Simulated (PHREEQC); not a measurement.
Solution (25 °C): 0.0011 mol MnSO4, 0.00021 mol ZnCl2, 0.00046 mol NaF and 0.095 mol Na2SO4 per kg of water. It is in equilibrium with CO2 at log p = -3.4 (atm). Otherwise closed; pH follows from the charge balance.

All values are PHREEQC results (ion-association model, phreeqc.dat), not measurements.

The ionic strength comes out as 0.252 mol/kgw. What activity coefficients do Cl-, NaSO4-, SO4-2, H+, Zn(SO4)2-2 get?

Cl- 0.70, NaSO4- 0.73, SO4-2 0.27, H+ 0.79, Zn(SO4)2-2 0.30.

Precipitation was switched off in this run.
